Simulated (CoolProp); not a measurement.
Computed with CoolProp (reference Helmholtz-energy equation of state, Span 1996).

Give the vapour pressure (MPa), surface tension (mN/m), vapour viscosity (µPa s) of saturated carbon dioxide at -9.45 °C.


```tsv
T (°C)	p (MPa)	surface tension (mN/m)	vapour viscosity (µPa s)
-9.45	2.69	6.26	13.7
```

Viscosity comes from a separate model (Laesecke 2017). Surface tension comes from a separate correlation (Mulero 2012).
